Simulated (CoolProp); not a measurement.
100 sccm (0 °C, 1 atm) of nitrogen bubbles through liquid methanol at 322.5 K and leaves saturated at a total pressure of 0.15 MPa (ideal gas phase). Each further row changes one setting.

Model: reference Helmholtz-energy equation of state, de Reuck 1993, in CoolProp.

```
case                      vapour pressure (kPa)  mole fraction of vapour  delivery (mg/min)  delivery (sccm)  change of delivery for a bath 1 K warmer (%)
------------------------  ---------------------  -----------------------  -----------------  ---------------  --------------------------------------------
as stated                                  54.1                    0.361                [?]              [?]                                           [?]
bath temperature 327.5 K                    [?]                      [?]                116             80.9                                           [?]
total pressure 0.3 MPa                     54.1                    0.180                [?]              [?]                                           5.5
```

Problem. Complete the blanks.

Solution. 
- as stated, delivery (mg/min): 80.7
- as stated, delivery (sccm): 56.5
- as stated, change of delivery for a bath 1 K warmer (%): 7.1
- bath temperature 327.5 K, vapour pressure (kPa): 67.1
- bath temperature 327.5 K, mole fraction of vapour: 0.447
- bath temperature 327.5 K, change of delivery for a bath 1 K warmer (%): 8.0
- total pressure 0.3 MPa, delivery (mg/min): 31.5
- total pressure 0.3 MPa, delivery (sccm): 22.0
